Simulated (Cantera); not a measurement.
Feed: 1 mol Si₂Cl₆, 0.13 mol HCl, 4.6 mol N₂.

Equilibrium computed with Cantera from the NASA thermochemical tables; the gas is ideal and each condensed phase is pure. Candidate condensed phases: NH₄Cl, Si, Si₃N₄; 28 gas species. The feed counts by its element totals alone. N₂ is the only nitrogen source here; it is nearly inert below about 1500 K, so the nitride shown seldom forms there in practice. The tables' values for SiCl₃ are old estimates. Kinetics and transport are ignored.

Question: What condenses at these points (T in K, P in Pa): (1675, 670); (1475, 12000); (1675, 260); (1175, 30000); (1325, 12000)?

Answer: 
```json
[
 {"T (K)": "1675", "P in Pa": "670", "condensed phases": "gas only", "Si condensed (%)": "0.0"},
 {"T (K)": "1475", "P in Pa": "12000", "condensed phases": "Si₃N₄", "Si condensed (%)": "17.2"},
 {"T (K)": "1675", "P in Pa": "260", "condensed phases": "gas only", "Si condensed (%)": "0.0"},
 {"T (K)": "1175", "P in Pa": "30000", "condensed phases": "Si₃N₄", "Si condensed (%)": "24.8"},
 {"T (K)": "1325", "P in Pa": "12000", "condensed phases": "Si₃N₄", "Si condensed (%)": "23.8"}
]
```
